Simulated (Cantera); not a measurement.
A freely propagating, adiabatic, planar premixed flame of C₂H₄ : O₂ : N₂ : H₂O = 1 : 2.14 : 10.5 : 0.43 (molar parts), equivalence ratio 1.4, unburnt at 348 K and 1.00 bar; unity-Lewis-number transport, grid criteria slope 0.08 and curve 0.16, no radiation.

Cantera simulation using GRI-Mech 3.0 (53 species, 325 reactions); the numbers are that mechanism's predictions, not measurements. GRI-Mech 3.0 was tuned for natural gas; its chemistry of ethylene as a main component is partial and can be far from experiment. Unity Lewis numbers drop preferential diffusion, which matters most where H2 and H carry the flame. Burning velocities carry a grid error of a few per cent, more on coarse grids.

x: mole fraction of selected species; z is measured from the peak of heat release.

```tsv
z (mm)	T (K)	u (m/s)	x C₂H₄	x O₂	x H₂O	x NO₂	x H	x OH
-1.31	348	0.396	0.0711	0.152	0.0306	<1e-8	<1e-8	<1e-8
-0.876	352	0.400	0.0709	0.152	0.0308	3.64e-8	<1e-8	<1e-8
-0.657	362	0.411	0.0704	0.151	0.0314	1.20e-7	<1e-8	<1e-8
-0.438	436	0.497	0.0668	0.144	0.0357	7.22e-7	<1e-8	4.40e-8
-0.219	872	1.01	0.0440	0.103	0.0630	1.81e-6	9.26e-6	2.18e-5
-0.110	1263	1.50	0.0220	0.0632	0.0891	2.59e-7	0.000444	0.000223
0	…	1.92	…	…	…	…	…	…
0.110	1771	2.15	0.000505	0.0105	0.121	<1e-8	0.00618	0.00174
0.219	1836	2.23	2.11e-5	0.00366	0.122	<1e-8	0.00893	0.00245
0.438	1872	2.27	…	…	0.120	<1e-8	0.00964	0.00251
0.876	1898	2.30	<1e-8	0.000464	0.120	<1e-8	0.00771	0.00203
1.75	1923	2.33	<1e-8	0.000217	0.121	<1e-8	0.00519	0.00144
3.50	1941	2.34	<1e-8	8.17e-5	0.123	<1e-8	0.00311	0.000904
```

Q: Some entries are withheld; supply them.

A: 
- 0, T (K): 1592
- 0, x C₂H₄: 0.00543
- 0, x O₂: 0.0291
- 0, x H₂O: 0.111
- 0, x NO₂: 1.11e-8
- 0, x H: 0.00252
- 0, x OH: 0.000745
- 0.438, x C₂H₄: 3.04e-8
- 0.438, x O₂: 0.00100
